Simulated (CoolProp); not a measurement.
Vapour-liquid equilibrium of m-xylene (1) + n-decane (2) at 0.00186 MPa; x and y are mole fractions of (1).

Computed with CoolProp (multi-fluid Helmholtz-energy mixture model, Zhou 2012 and Lemmon 2006; pair parameters Bell 2016).

| x | bubble temperature (K) | y at the bubble point | dew temperature at overall composition x (K) | liquid density (mol/L) |
|---|---|---|---|---|
| 0.05 | 333.5 | 0.206 | 336.2 | 5.010 |
| 0.2 | 325.8 | 0.555 | 333.6 | 5.370 |
| 0.35 | 320.6 | 0.727 | 330.7 | 5.757 |
| 0.5 | 316.6 | 0.831 | 327.2 | 6.182 |
| 0.65 | 313.3 | 0.901 | 323.1 | 6.657 |
| 0.8 | 310.5 | 0.951 | 317.8 | 7.193 |
| 0.95 | 308.0 | 0.989 | 310.6 | 7.802 |

No azeotrope shows between x = 0.05 and 0.95.

Pair parameters are fitted to limited data, so mixtures are less certain than the pure fluids.
